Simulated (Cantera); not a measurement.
## Diamond growth

A diamond (100) surface in a fixed gas of H2 with x(CH4) = 0.0035, x(H) = 0.00031, x(CH3) = 8.3e-05, 38.3 Torr; coverages are run to steady state.

Detailed kinetics in Cantera: the Harris–Goodwin 1993 mechanism for the reconstructed diamond (100) surface.

| T (K) | growth (µm/h) | θ c6HH | θ c6H* | θ c6*H | θ c6** | θ c6HM |
|---|---|---|---|---|---|---|
| 925 | 1.09 | 0.550 | 0.00985 | 0.253 | 0.00370 | 0.143 |
| 1000 | 1.14 | 0.549 | 0.0160 | 0.328 | 0.00652 | 0.0736 |
| 1075 | 0.608 | 0.543 | 0.0234 | 0.394 | 0.00973 | 0.0198 |
| 1150 | 0.273 | 0.523 | 0.0302 | 0.428 | 0.0121 | 0.00361 |
| 1225 | 0.186 | 0.510 | 0.0359 | 0.438 | 0.0134 | 0.000642 |
| 1300 | 0.136 | 0.512 | 0.0405 | 0.433 | 0.0136 | 0.000122 |
| 1375 | 0.0595 | 0.526 | 0.0439 | 0.417 | 0.0131 | 2.54e-5 |
θ: site fractions in the mechanism's names (c6HH fully hydrogenated, c6H* and c6*H radical sites, c6** diradical, c6HM methylated).
